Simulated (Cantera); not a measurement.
## Thermodynamics of thermal oxidation and active oxidation of silicon, feed Si + H₂O + H₂

A closed system holds: 1 mol Si, 0.46 mol H₂O, 2.1 mol H₂, equilibrated at 1125 K and 0.0975 Torr.

These are equilibrium values from Cantera (NASA tables, ideal gas, pure condensed phases), not measurements of a reactor. Candidate condensed phases: H₂O, Si, SiO₂; 18 gas species. Mutual solubility and eutectic melting of coexisting phases are not modelled. Equilibrium is a limit: real reactors are often held back by kinetics, nucleation or transport.

```
Quantity              Result
-----------------  ---------
x(H₂)                  1.000
x(SiO)              0.000411
x(H)                 3.90e-6
n(Si(s))           0.769 mol
n(SiO₂(β-quartz))  0.229 mol
gas amount         2.561 mol
```
